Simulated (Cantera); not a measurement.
A perfectly stirred reactor is fed with H2 : O2 : N2 = 1.4 : 1 : 4.6 (molar parts), equivalence ratio 0.70, at 0.326 atm; it is held at 1350 K, and followed from long to short residence time.

Model: the H2/O2 subset of GRI-Mech 3.0, which has no nitrogen chemistry, integrated in Cantera. The temperature is held fixed by assumption; the heat of reaction is taken as removed at once.

Question: Predict: x(H2) at τ = 13.0 s; x(O2) at τ = 13.0 s; x(O) at τ = 13.0 s; x(OH) at τ = 13.0 s; x(H2O) at τ = 13.0 s; x(H2) at τ = 37.0 ms; x(O2) at τ = 37.0 ms; x(O) at τ = 37.0 ms; x(OH) at τ = 37.0 ms; x(H2O) at τ = 37.0 ms.

Answer: 
| Item | Value |
|---|---|
| x(H2) at τ = 13.0 s | 3.54e-5 |
| x(O2) at τ = 13.0 s | 0.0476 |
| x(O) at τ = 13.0 s | 1.00e-5 |
| x(OH) at τ = 13.0 s | 0.000194 |
| x(H2O) at τ = 13.0 s | 0.222 |
| x(H2) at τ = 37.0 ms | 0.00172 |
| x(O2) at τ = 37.0 ms | 0.0479 |
| x(O) at τ = 37.0 ms | 0.000536 |
| x(OH) at τ = 37.0 ms | 0.00138 |
| x(H2O) at τ = 37.0 ms | 0.219 |
